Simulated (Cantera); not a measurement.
A Cantera script and what it prints.

```python
import numpy as np
import cantera as ct

gas_names = """
    CL CLO CL2 H HCL HOCL HO2 H2 H2O H2O2 O OH O2 O3 Si SiCL SiCL2 SiCL3 SiCL4 SiH SiHCL3 SiH2 SiH2CL2
    SiH3 SiH3CL SiH4 SiO SiO2 Si2 Si3
""".split()
cond_names = """
    H2O(s) H2O(L) Si(cr) Si(L) SiO2(Lqz) SiO2(hqz) SiO2(L)
""".split()


def load(file, names, dense=False):
    # The tables refer to 1 bar. Condensed volumes are neglected.
    table = {s.name: s for s in ct.Species.list_from_file(file)}
    out = []
    for n in names:
        d = dict(table[n].input_data)
        d["thermo"] = dict(d["thermo"], **{"reference-pressure": 1e5})
        if dense:
            d["equation-of-state"] = {"model": "constant-volume", "density": "1e6 g/cm^3"}
        out.append(ct.Species.from_dict(d))
    return out


gas = ct.Solution(thermo="ideal-gas", species=load("nasa_gas.yaml", gas_names))
cond = {s.name: ct.Solution(thermo="fixed-stoichiometry", species=[s], name=s.name)
        for s in load("nasa_condensed.yaml", cond_names, dense=True)}
atoms = {
    'SiCl4': {'Si': 1, 'CL': 4},
    'O3': {'O': 3},
    'H2': {'H': 2},
}
top_T = {}  # K; cautious upper limits of use, not melting points


def equilibrate(T, P, feed):
    n = {}
    for name, mol in feed.items():
        for a, k in atoms[name].items():
            n[a] = n.get(a, 0.0) + k * mol
    gas.TPX = T, P, n
    mass = sum(n.values()) * gas.mean_molecular_weight
    gas.equilibrate("TP")
    valid = [c for c in cond.values() if c.min_temp <= T <= top_T.get(c.name, c.max_temp)]
    mix = ct.Mixture([(gas, mass / gas.mean_molecular_weight)] + [(c, 0.0) for c in valid])
    mix.T, mix.P = T, P
    mix.equilibrate("TP", solver="vcs", rtol=1e-11, max_steps=5000)
    return mix


results = []
feed = {'SiCl4': 1, 'O3': 0.63, 'H2': 0.41}  # mol
P = 133.322  # Pa
for T in [998, 1098, 1198, 1298, 1398, 1498, 1598]:
    mix = equilibrate(T, P, feed)
    results.append((T, P, feed, dict(zip(mix.species_names, mix.species_moles))))
    x = sorted(zip(gas.X, gas.species_names), reverse=True)
    print(f"T = {T:g} K  P = {P:g} Pa  gas = {mix.phase_moles(0):.4g} mol")
    print("   x: " + "  ".join(f"{s} {v:.3e}" for v, s in x if v > 1e-05))
    print("   condensed (mol): " + ("  ".join(f"{mix.phase(i).name} {mix.phase_moles(i):.4g}"
          for i in range(1, mix.n_phases) if mix.phase_moles(i) > 1e-12) or "none"))
```

It prints:

```
T = 998 K  P = 133.322 Pa  gas = 2.365 mol
   x: CL2 6.218e-01  HCL 3.468e-01  SiCL4 2.326e-02  CL 8.141e-03
   condensed (mol): SiO2(hqz) 0.945
T = 1098 K  P = 133.322 Pa  gas = 2.393 mol
   x: CL2 6.029e-01  HCL 3.427e-01  CL 3.143e-02  SiCL4 2.299e-02
   condensed (mol): SiO2(hqz) 0.945
T = 1198 K  P = 133.322 Pa  gas = 2.471 mol
   x: CL2 5.518e-01  HCL 3.318e-01  CL 9.416e-02  SiCL4 2.226e-02
   condensed (mol): SiO2(hqz) 0.945
T = 1298 K  P = 133.322 Pa  gas = 2.651 mol
   x: CL2 4.468e-01  HCL 3.094e-01  CL 2.231e-01  SiCL4 2.075e-02
   condensed (mol): SiO2(hqz) 0.945
T = 1398 K  P = 133.322 Pa  gas = 2.969 mol
   x: CL 4.139e-01  CL2 2.915e-01  HCL 2.761e-01  SiCL4 1.852e-02
   condensed (mol): SiO2(hqz) 0.945
T = 1498 K  P = 133.322 Pa  gas = 3.356 mol
   x: CL 5.965e-01  HCL 2.443e-01  CL2 1.428e-01  SiCL4 1.635e-02  SiCL3 3.537e-05
   condensed (mol): SiO2(hqz) 0.945
T = 1598 K  P = 133.322 Pa  gas = 3.633 mol
   x: CL 7.032e-01  HCL 2.257e-01  CL2 5.592e-02  SiCL4 1.494e-02  SiCL3 1.964e-04
   condensed (mol): SiO2(hqz) 0.945
```

Equilibrium computed with Cantera from the NASA thermochemical tables; the gas is ideal and each condensed phase is pure. The tables' values for SiCl3 are old estimates; treat these amounts as uncertain. The tables hold silica as quartz up to 1696 K and as liquid above; real silica turns to tridymite and cristobalite and melts near 1996 K.
